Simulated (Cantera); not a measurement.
## NO annealing gas

An isothermal, constant-pressure homogeneous reactor starts with 90.1 % NO, 9.91 % N₂, at 1950 K and 4400 Pa.

Cantera simulation using GRI-Mech 3.0 (53 species, 325 reactions); the numbers are that mechanism's predictions, not measurements. Radical loss at walls, strong at low pressure, is not modelled.

| t (s) | x NO | x N₂O | x O | x N₂ | x O₂ |
|---|---|---|---|---|---|
| 3.00e-6 | 0.901 | 8.58e-8 | 8.57e-8 | 0.0991 | 6.03e-12 |
| 9.49e-6 | 0.901 | 2.71e-7 | 2.71e-7 | 0.0991 | 6.06e-11 |
| 3.00e-5 | 0.901 | 8.57e-7 | 8.57e-7 | 0.0991 | 6.06e-10 |
| 9.49e-5 | 0.901 | 2.70e-6 | 2.70e-6 | 0.0991 | 6.02e-9 |
| 0.000300 | 0.901 | 8.48e-6 | 8.48e-6 | 0.0991 | 6.05e-8 |
| 0.000949 | 0.901 | 2.61e-5 | 2.63e-5 | 0.0991 | 6.08e-7 |
| 0.00300 | 0.901 | 7.62e-5 | 8.04e-5 | 0.0991 | 6.82e-6 |
| 0.00949 | 0.900 | 0.000186 | 0.000219 | 0.0992 | 9.52e-5 |
| 0.0300 | 0.899 | 0.000294 | 0.000328 | 0.1000 | 0.000813 |
| 0.0949 | 0.893 | 0.000303 | 0.000356 | 0.103 | 0.00353 |
| 0.300 | 0.875 | 0.000284 | 0.000413 | 0.112 | 0.0123 |
| 0.949 | 0.818 | 0.000233 | 0.000555 | 0.140 | 0.0409 |
| 3.00 | 0.643 | 0.000128 | 0.000841 | 0.228 | 0.128 |
x: mole fraction; the columns are a selection and need not sum to one.

Equilibrium at this temperature and pressure: NO 0.00809, N₂O 7.97e-8, O 0.00144, N₂ 0.545, O₂ 0.445 (gas phase only).
